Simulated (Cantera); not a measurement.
Equilibrium for oxide etching and cleaning by halides: Al2O3 + HCl + N2

Charge: 1 mol Al2O3, 65 mol HCl, 0.89 mol N2, held at 0.800 bar.

These are equilibrium values from Cantera (NASA tables, ideal gas, pure condensed phases), not measurements of a reactor. Candidate condensed phases: Al, AlCl3, AlN, Al2O3, H2O, NH4Cl; 45 gas species. Equilibrium is a limit: real reactors are often held back by kinetics, nucleation or transport.

```
T (K)  x HCl    x N2    x H2O  x AlCl3      x Cl  n Al2O3(s)
-----  -----  ------  -------  -------  --------  ----------
1223   0.983  0.0135  0.00197  0.00131   3.90e-5       0.957
1273   0.982  0.0135  0.00251  0.00167   7.33e-5       0.945
1323   0.981  0.0135  0.00313  0.00208  0.000131       0.931
1373   0.980  0.0135  0.00383  0.00255  0.000222       0.916
1423   0.978  0.0135  0.00462  0.00308  0.000361       0.899
1473   0.976  0.0135  0.00550  0.00367  0.000566       0.879
1523   0.974  0.0135  0.00647  0.00431  0.000857       0.858
1573   0.972  0.0135  0.00751  0.00501   0.00126       0.835
1623   0.969  0.0135  0.00863  0.00576   0.00181       0.811
```
x: gas mole fraction; n: condensed amount in mol.

From 1223 K to 1623 K the condensed part is Al2O3(s). The main Al-bearing gas is AlCl3 throughout. The share of Al in condensed phases is highest at 1223 K (95.7 %) and lowest at 1623 K (81.1 %).
